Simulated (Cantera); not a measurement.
What does this Cantera script print?

```python
import numpy as np
import cantera as ct

gas_names = """
    AL ALH ALN ALO ALOH ALO2 ALO2H AL2 AL2O AL2O2 H HALO HNO HNO2 HNO3 HO2 H2 H2O H2O2 N NH NH2 NH3
    NH2OH NO NO2 NO3 N2 N2H2 N2H4 N2O O OH O2 O3
""".split()
cond_names = """
    AL(cr) AL(L) ALN(s) AL2O3(a) AL2O3(L) H2O(s) H2O(L)
""".split()


# ... load() reads the species with a 1 bar reference pressure and builds the phases ...
atoms = {
    'Al': {'AL': 1},
    'H2O': {'H': 2, 'O': 1},
    'N2': {'N': 2},
}
top_T = {'ALN(s)': 2750}  # K; cautious upper limits of use, not melting points


# ... equilibrate(T, P, feed) seeds the gas with the atoms and calls Mixture.equilibrate('TP', solver="vcs", rtol=1e-11, max_steps=5000) ...
results = []
feed = {'Al': 1, 'H2O': 2.4, 'N2': 14}  # mol
T = 1823  # K
P = 30000  # Pa
mix = equilibrate(T, P, feed)
results.append((T, P, feed, dict(zip(mix.species_names, mix.species_moles))))
print(gas.report(threshold=1e-06))
for i in range(1, mix.n_phases):
    print(f"{mix.phase(i).name:16s} {mix.phase_moles(i):12.5e} mol")
```

Output:

```
       temperature   1823 K
          pressure   30000 Pa
           density   0.049648 kg/m^3
  mean mol. weight   25.084 kg/kmol
   phase of matter   gas

                          1 kg             1 kmol
                     ---------------   ---------------
          enthalpy        1.4775e+06        3.7061e+07  J
   internal energy        8.7322e+05        2.1904e+07  J
           entropy             10279        2.5783e+05  J/K
    Gibbs function       -1.7261e+07       -4.3297e+08  J
 heat capacity c_p            1445.5             36258  J/K
 heat capacity c_v              1114             27944  J/K

                      mass frac. Y      mole frac. X     chem. pot. / RT
                     ---------------   ---------------   ---------------
                 H        9.6066e-06        0.00023906           -11.393
                H2         0.0073407          0.091338           -22.786
               H2O            0.0394           0.05486           -47.133
                N2           0.95324           0.85355           -27.995
                OH        6.7748e-06        9.9924e-06            -35.74
     [  +30 minor]        1.0776e-06        9.9448e-07

AL(L)             0.00000e+00 mol
ALN(s)            0.00000e+00 mol
AL2O3(a)          5.00000e-01 mol
```

These are equilibrium values from Cantera (NASA tables, ideal gas, pure condensed phases), not measurements of a reactor. Gases not in the tables: Al(OH)3.
